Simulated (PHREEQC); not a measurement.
Consider water at 20 °C with 0.06 mol/kgw NaOH and 0.075 mol/kgw K2SO4. Closed to the air; pH follows from the charge balance.

Equilibrium calculation in PHREEQC: ion-association model, wateq4f.dat.

Precipitation was switched off in this run.

**Question.** Order these S species by the share of S that they hold, largest first: SO4-2, NaSO4-, KSO4-.

**Answer.** SO4-2 (77 %), KSO4- (17 %), NaSO4- (5.7 %)

The pH is 12.79 and the ionic strength 0.250 mol/kgw.
